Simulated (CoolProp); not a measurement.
Saturation properties of isohexane (Tc = 497.7 K, pc = 3.043 MPa, ω = 0.280).

Computed with CoolProp (reference Helmholtz-energy equation of state, Lemmon 2006). It is a short technical equation, of lower accuracy than the large ones.

```tsv
T (K)	p (MPa)	liquid density (kg/m³)	vapour density (kg/m³)	surface tension (mN/m)
305.5	0.03793	641.7	1.319	16.1
320.6	0.06623	627.5	___	14.6
335.7	0.1091	___	3.549	13.2
350.9	0.1715	597.4	5.446	11.7
366	0.2577	581.3	___	10.3
381.1	___	___	___	___
396.2	0.5248	___	16.18	7.53
411.3	0.7179	526.9	22.31	6.21
```

Problem. Complete the blanks.

Solution. 
- 320.6, vapour density (kg/m³): 2.221
- 335.7, liquid density (kg/m³): 612.8
- 366, vapour density (kg/m³): 8.042
- 381.1, p (MPa): 0.3735
- 381.1, liquid density (kg/m³): 564.4
- 381.1, vapour density (kg/m³): 11.54
- 381.1, surface tension (mN/m): 8.88
- 396.2, liquid density (kg/m³): 546.4

It boils at 333.4 K under 1 atm.

Surface tension comes from a separate correlation (Mulero 2012).
